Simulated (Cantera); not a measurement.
# Aluminium nitride and oxide growth: Al + O2 + H2 + N2O

Charge: 1 mol Al, 18 mol O2, 270 mol H2, 0.68 mol N2O, equilibrated at 1923 K and 0.0650 bar.

Equilibrium computed with Cantera from the NASA thermochemical tables; the gas is ideal and each condensed phase is pure. Candidate condensed phases: Al, AlN, Al2O3, H2O; 35 gas species. Kinetics and transport are ignored.

The x(H2) is 0.864 and the x(H2O) comes out as 0.130. The x(H) is 0.00344 and the x(N2) is 0.00251. The x(OH) is 4.44e-5, the n(Al2O3(s)) comes out as 0.500 mol and the gas amount is 271.2 mol. The log10 activity of Al(l) (absent) is -7.44.
